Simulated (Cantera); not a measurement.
## Reactions in the system Cu-F-H

Cantera with NASA thermochemical tables; ideal gases at 1 bar, condensed phases pure. Values are per mole of reaction as written; species without (g) are pure solids or liquids, kept so even where they would boil at 1 bar.

CuF2 + 2 H(g) → Cu + 2 HF(g)

```json
[
 {"T (K)": "300", "ΔH° (kJ)": "-442.2", "ΔS° (J/K)": "73.7", "ΔG° (kJ)": "-464.3", "log10 K": "80.85", "condensed phases": "CuF2(s), Cu(s)"},
 {"T (K)": "1925", "ΔH° (kJ)": "-552.2", "ΔS° (J/K)": "-39.0", "ΔG° (kJ)": "-477.1", "log10 K": "12.95", "condensed phases": "CuF2(l), Cu(l)"},
 {"T (K)": "2075", "ΔH° (kJ)": "-558.4", "ΔS° (J/K)": "-42.1", "ΔG° (kJ)": "-471.0", "log10 K": "11.86", "condensed phases": "CuF2(l), Cu(l)"},
 {"T (K)": "2225", "ΔH° (kJ)": "-564.4", "ΔS° (J/K)": "-44.9", "ΔG° (kJ)": "-464.5", "log10 K": "10.90", "condensed phases": "CuF2(l), Cu(l)"},
 {"T (K)": "2375", "ΔH° (kJ)": "-570.4", "ΔS° (J/K)": "-47.5", "ΔG° (kJ)": "-457.5", "log10 K": "10.06", "condensed phases": "CuF2(l), Cu(l)"},
 {"T (K)": "2525", "ΔH° (kJ)": "-576.2", "ΔS° (J/K)": "-49.9", "ΔG° (kJ)": "-450.2", "log10 K": "9.31", "condensed phases": "CuF2(l), Cu(l)"}
]
```
